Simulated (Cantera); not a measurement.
Input: 1 mol MgCl2, 2.2 mol H2, 13 mol N2, at 0.100 bar.

Method: chemical equilibrium by Gibbs-energy minimisation in Cantera with the NASA 1993 tables (ideal gas, pure condensed phases). Candidate condensed phases: Mg, MgCl2, NH4Cl; 18 gas species. Equilibrium is a limit: real reactors are often held back by kinetics, nucleation or transport.

**Question.** Which condensed phases are stable at each of these points (T (°C)): 402, 477, 552, 627, 702, 777, 852, 927, 1002, 1077, 1152, 1227, 1302, 1377?

**Answer.** 
```json
[
 {"T (°C)": "402", "condensed phases": "MgCl2(s)", "Mg condensed (%)": "100.0"},
 {"T (°C)": "477", "condensed phases": "MgCl2(s)", "Mg condensed (%)": "100.0"},
 {"T (°C)": "552", "condensed phases": "MgCl2(s)", "Mg condensed (%)": "100.0"},
 {"T (°C)": "627", "condensed phases": "MgCl2(s)", "Mg condensed (%)": "99.9"},
 {"T (°C)": "702", "condensed phases": "MgCl2(s)", "Mg condensed (%)": "98.5"},
 {"T (°C)": "777", "condensed phases": "MgCl2(l)", "Mg condensed (%)": "91.3"},
 {"T (°C)": "852", "condensed phases": "MgCl2(l)", "Mg condensed (%)": "62.1"},
 {"T (°C)": "927", "condensed phases": "gas only", "Mg condensed (%)": "0.0"},
 {"T (°C)": "1002", "condensed phases": "gas only", "Mg condensed (%)": "0.0"},
 {"T (°C)": "1077", "condensed phases": "gas only", "Mg condensed (%)": "0.0"},
 {"T (°C)": "1152", "condensed phases": "gas only", "Mg condensed (%)": "0.0"},
 {"T (°C)": "1227", "condensed phases": "gas only", "Mg condensed (%)": "0.0"},
 {"T (°C)": "1302", "condensed phases": "gas only", "Mg condensed (%)": "0.0"},
 {"T (°C)": "1377", "condensed phases": "gas only", "Mg condensed (%)": "0.0"}
]
```

From 402 °C to 702 °C the condensed part is MgCl2(s). From 777 °C to 852 °C the condensed part is MgCl2(l). From 927 °C to 1377 °C nothing is condensed.
